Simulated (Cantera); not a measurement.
Charge: 1 mol C2H5OH, 0.79 mol O2, at 1430 Torr.

Cantera equilibrium calculation (NASA polynomials, part measured and part estimated; ideal gas, pure solids and liquids). Candidate condensed phases: C, C6H6, C7H8, C8H18, H2O; 110 gas species. Kinetics and transport are ignored.

log p: log10 of the partial pressure in bar; nothing condenses.

```csv
T (°C),log p H2,log p CO,log p H2O,log p H,log p CO2,log p OH,log p O
2227,-0.03,-0.14,-0.71,-1.62,-1.61,-2.98,___
2277,-0.04,-0.14,-0.71,-1.52,-1.62,-2.86,___
2327,-0.04,-0.14,-0.72,-1.43,-1.63,-2.75,___
2377,-0.04,-0.14,-0.72,-1.35,-1.63,-2.64,___
2427,-0.04,-0.14,-0.72,-1.27,-1.64,-2.53,___
2477,-0.05,-0.14,-0.72,-1.19,-1.65,-2.43,___
2527,-0.05,-0.14,-0.72,-1.11,-1.66,-2.34,___
2577,-0.06,-0.14,-0.73,-1.04,-1.66,-2.24,___
2627,-0.06,-0.15,-0.73,-0.97,-1.67,-2.15,___
2677,-0.07,-0.15,-0.74,-0.90,-1.68,-2.07,___
2727,-0.08,-0.15,-0.75,-0.84,-1.69,-1.99,___
```

Task: What belongs in the gaps?

Result: 
- 2227, log p O: -4.75
- 2277, log p O: -4.54
- 2327, log p O: -4.33
- 2377, log p O: -4.14
- 2427, log p O: -3.95
- 2477, log p O: -3.77
- 2527, log p O: -3.60
- 2577, log p O: -3.43
- 2627, log p O: -3.27
- 2677, log p O: -3.11
- 2727, log p O: -2.96
